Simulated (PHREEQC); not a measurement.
Consider water at 25 °C with 180 mmol/kgw CuSO4, 9.5 mmol/kgw HBF4 and 11 mmol/kgw KCl. Closed to the air; pH follows from the charge balance.

Equilibrium calculation in PHREEQC: ion-association model, phreeqc.dat.

Each row changes one thing in this solution. Precipitation was switched off in this run.

```csv
case,pH,ionic strength (mol/kgw),Cu+2 (mol/kgw),CuSO4 (mol/kgw),SO4-2 (mol/kgw),BF4- (mol/kgw)
as made,2.57,0.367,0.0899,0.0888,0.0830,0.00740
KCl from 0.011 to 0.0099 mol/kgw,2.57,0.366,0.0898,…,0.0830,0.00740
KCl from 0.011 to 0.0121 mol/kgw,2.57,0.369,0.0900,0.0887,0.0830,0.00740
KCl left out,2.57,0.354,0.0891,…,0.0828,0.00740
temperature from 25 to 80 °C,2.96,0.355,0.0866,0.0881,0.0799,0.00547
temperature from 25 to 30 °C,2.59,0.365,0.0893,0.0892,0.0823,…
diluted 10-fold with water,3.03,0.0490,0.0118,0.00606,0.0113,…
```

Problem. Some entries are withheld; supply them.

Solution. 
- KCl from 0.011 to 0.0099 mol/kgw, CuSO4 (mol/kgw): 0.0889
- KCl left out, CuSO4 (mol/kgw): 0.0902
- temperature from 25 to 30 °C, BF4- (mol/kgw): 0.00728
- diluted 10-fold with water, BF4- (mol/kgw): 0.000170

Species that the database lacks are ignored. Away from 25 °C the constants follow the database's enthalpies or fits; those with neither stay at their 25 °C values. Real BF4- forms and hydrolyses slowly; the run takes it at equilibrium.
